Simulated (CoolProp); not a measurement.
Vapour pressure (kPa) of octamethylcyclotetrasiloxane (D4): the reference equation beside estimates from Tc = 313.4 °C, pc = 1347 kPa, ω = 0.598. Clausius-Clapeyron is anchored at 203.85 °C with a constant enthalpy of vaporisation of 35.33 kJ/mol.

Model: reference Helmholtz-energy equation of state, Thol 2015, in CoolProp.

| T (°C) | reference | Lee-Kesler | Clausius-Clapeyron | Redlich-Kwong | Soave-Redlich-Kwong |
|---|---|---|---|---|---|
| 162.95 | 72.34 | 72.20 | 85.16 | 192.2 | 72.49 |
| 173.15 | 94.83 | … | 106.4 | … | 95.19 |
| 183.35 | 122.4 | … | 131.6 | 271.7 | … |
| 193.65 | 156.2 | … | 161.7 | 319.4 | 157.5 |
| 203.85 | 196.4 | 196.0 | 196.4 | 372.1 | 198.5 |
| 214.05 | 244.0 | … | 236.7 | … | 247.3 |
| 224.35 | 300.7 | 300.4 | 283.5 | 495.4 | 305.5 |
| 234.55 | 366.2 | 366.0 | … | 566.0 | 373.0 |
| 244.75 | 442.2 | 442.3 | 396.9 | 643.0 | 451.2 |

**Question.** Complete the blanks.

**Answer.** 
- 173.15, Lee-Kesler: 94.63
- 173.15, Redlich-Kwong: 229.5
- 183.35, Lee-Kesler: 122.2
- 183.35, Soave-Redlich-Kwong: 123.1
- 193.65, Lee-Kesler: 155.9
- 214.05, Lee-Kesler: 243.7
- 214.05, Redlich-Kwong: 430.5
- 234.55, Clausius-Clapeyron: 336.6

Absolute difference from the reference over all 9 rows, mean and median: Lee-Kesler 0.1 and 0.2 %, Clausius-Clapeyron 7.6 and 7.5 %, Redlich-Kwong 96.1 and 89.5 %, Soave-Redlich-Kwong 1.1 and 1.1 %.
